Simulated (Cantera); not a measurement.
Feed: 1 mol Ti, 3.2 mol O2, 2.2 mol H2, equilibrated at 1500 K and 0.133 bar.

Equilibrium computed with Cantera from the NASA thermochemical tables; the gas is ideal and each condensed phase is pure. Candidate condensed phases: H2O, Ti, TiO, TiO2, Ti2O3, Ti3O5, Ti4O7; 12 gas species. Gases not in the tables: TiO(OH)2. Kinetics and transport are ignored.

### Question
What is the equilibrium state?

### Answer
```json
{
  "x(H2O)": "0.666",
  "x(O2)": "0.333",
  "x(OH)": "0.000375",
  "x(O)": "6.41e-6",
  "x(H2)": "5.98e-6",
  "n(TiO2(rutile))": "1.00 mol",
  "gas_amount": "3.300 mol",
  "log10 activity of Ti4O7(s) (absent)": "-6.84",
  "log10 activity of Ti3O5(s) (absent)": "-6.99",
  "log10 activity of Ti2O3(s) (absent)": "-7.50"
}
```
